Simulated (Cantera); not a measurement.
Cantera run:

```python
import numpy as np
import cantera as ct

gas_names = """
    N NO NO2 NO3 N2 N2O O O2 O3 Si SiN SiO SiO2 Si2 Si2N Si3
""".split()
cond_names = """
    Si(cr) Si(L) SiO2(Lqz) SiO2(hqz) SiO2(L) Si2N2O(s) Si3N4(a)
""".split()


# ... load() reads the species with a 1 bar reference pressure and builds the phases ...
atoms = {
    'Si': {'Si': 1},
    'O2': {'O': 2},
    'N2': {'N': 2},
}
top_T = {'Si2N2O(s)': 2100, 'Si3N4(a)': 2400}  # K; cautious upper limits of use, not melting points


# ... equilibrate(T, P, feed) seeds the gas with the atoms and calls Mixture.equilibrate('TP', solver="vcs", rtol=1e-11, max_steps=5000) ...
results = []
feed = {'Si': 1, 'O2': 0.0039, 'N2': 1.6}  # mol
P = 1000  # Pa
for T in [1375, 1425, 1475, 1525, 1575, 1625, 1675, 1725, 1775, 1825, 1875, 1925]:
    mix = equilibrate(T, P, feed)
    results.append((T, P, feed, dict(zip(mix.species_names, mix.species_moles))))

top = {s: max(r[3][s] / sum(r[3][g] for g in gas_names) for r in results) for s in gas_names}
cols = sorted((s for s in top if top[s] > 0.0001), key=lambda s: -top[s])[:7]
seen = [c for c in cond_names if any(r[3].get(c, 0) > 1e-12 for r in results)]
print("log10 of partial pressures in bar; condensed amounts in mol")
print(f"{'T/K':>10s}" + "".join(f"{s[:9]:>10s}" for s in cols + seen))
for T, P, feed, n in results:
    ng = sum(n[g] for g in gas_names)
    print(f"{T:10.4g}" + "".join(f"{np.log10(max(n[s] / ng * P / 1e5, 1e-99)):10.3f}" for s in cols)
          + "".join(f"{n.get(c, 0):10.4g}" for c in seen))
```

It prints:

```
log10 of partial pressures in bar; condensed amounts in mol
       T/K        N2       SiO        Si     Si(L) Si2N2O(s)  Si3N4(a)
      1375    -2.000    -8.669   -11.715         0    0.0078    0.3281
      1425    -2.000    -7.897   -10.793         0  0.007799    0.3281
      1475    -2.000    -7.178    -9.935         0  0.007794    0.3281
      1525    -2.000    -6.508    -9.133         0  0.007771    0.3281
      1575    -2.000    -5.881    -8.384         0  0.007677    0.3282
      1625    -2.000    -5.294    -7.681         0  0.007324    0.3283
      1675    -2.001    -4.742    -7.021         0  0.006102    0.3287
      1725    -2.003    -4.224    -6.399         0  0.002161      0.33
      1775    -2.004    -4.084    -5.813         0         0    0.3307
      1825    -2.002    -4.314    -5.342    0.9913         0         0
      1875    -2.003    -4.315    -5.043    0.9905         0         0
      1925    -2.003    -4.315    -4.759     0.989         0         0
```

These are equilibrium values from Cantera (NASA tables, ideal gas, pure condensed phases), not measurements of a reactor. N2 is the only nitrogen source here; it is nearly inert below about 1500 K, so the nitride shown seldom forms there in practice. Mutual solubility and eutectic melting of coexisting phases are not modelled. The tables' values for SiN are old estimates; treat these amounts as uncertain.
